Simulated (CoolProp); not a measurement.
A single-stage vapour-compression cycle with R21: evaporating at 271.15 K (dew point), condensing at 333.15 K (bubble point), superheat 0 K, subcooling 8 K, compressor efficiency 0.65, no pressure losses. Each further row changes one setting.

Computed with CoolProp (reference Helmholtz-energy equation of state, Platzer 1990). This equation is an older, rougher fit; its heat capacities, sound speeds and derivatives of the liquid may be far off and weren't checked against measurements.

| case | cooling COP | pressure ratio | discharge temperature (K) | refrigerating effect (kJ/kg) | volumetric capacity (kJ/m³) |
|---|---|---|---|---|---|
| as stated | 2.42 | 8.00 | 401.1 | 188 | 575 |
| evaporating temperature 276.15 K | ? | ? | 393.6 | 191 | 708 |
| condensing temperature 328.15 K | 2.69 | 6.99 | 392.2 | 194 | 592 |
| subcooling 13 K | ? | 8.00 | 401.1 | 194 | 592 |
| superheat 10 K | 2.41 | 8.00 | 413.5 | 194 | 570 |
| compressor efficiency 0.55 | 2.05 | 8.00 | ? | 188 | 575 |

### Question
Complete the blanks.

### Answer

- evaporating temperature 276.15 K, cooling COP: 2.73
- evaporating temperature 276.15 K, pressure ratio: 6.50
- subcooling 13 K, cooling COP: 2.49
- compressor efficiency 0.55, discharge temperature (K): 420.5
